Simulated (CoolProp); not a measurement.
Vapour pressure (MPa) of acetone: the reference equation beside estimates from Tc = 235.0 °C, pc = 4.692 MPa, ω = 0.307. Clausius-Clapeyron is anchored at 36.05 °C with a constant enthalpy of vaporisation of 30.37 kJ/mol.

Computed with CoolProp (reference Helmholtz-energy equation of state, Lemmon 2006). It is a short technical equation, of lower accuracy than the large ones.

```csv
T (°C),reference,Lee-Kesler,Clausius-Clapeyron,Soave-Redlich-Kwong
16.35,0.02089,0.01953,0.02171,0.01982
26.15,0.03228,0.03059,0.03282,0.03094
36.05,0.04850,0.04653,0.04850,0.04690
45.85,0.07050,0.06838,0.06972,0.06871
55.65,0.09986,0.09778,0.09808,0.09802
65.45,0.1382,0.1364,0.1353,0.1365
75.35,0.1878,0.1867,0.1838,0.1867
85.15,0.2497,0.2497,0.2448,0.2495
94.95,0.3263,0.3278,0.3211,0.3276
104.85,0.4210,0.4243,0.4164,0.4243
114.65,0.5341,0.5396,0.5315,0.5403
```

Absolute difference from the reference over all 11 rows, mean and median: Lee-Kesler 2.3 and 1.3 %, Clausius-Clapeyron 1.6 and 1.7 %, Soave-Redlich-Kwong 1.9 and 1.2 %.
